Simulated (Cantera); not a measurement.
Charge: 1 mol TiO2, 3.5 mol C, 1 mol CO, held at 2077 °C and 100000 Pa.

Equilibrium computed with Cantera from the NASA thermochemical tables; the gas is ideal and each condensed phase is pure. Candidate condensed phases: C, Ti, TiC, TiO, TiO2, Ti2O3, Ti3O5, Ti4O7; 15 gas species. TiC: taken at fixed stoichiometry. Kinetics and transport are ignored.

Base state: CO 1.000 (mole fractions); condensed: C(graphite) + TiC(s).

**Question.** What changes in the equilibrium state with this change: temperature from 2077 °C to 1075 °C?

**Answer.** 
```json
[
 {"species": "CO", "before": "1.000", "after": "0.997"},
 {"species": "CO2", "before": "6.28e-6", "after": "0.00296"},
 {"species": "C(graphite), mol", "before": "0.500", "after": "3.50"},
 {"species": "TiC(s), mol", "before": "1.000", "after": "0"},
 {"species": "TiO2(rutile), mol", "before": "0", "after": "1.00"}
]
```
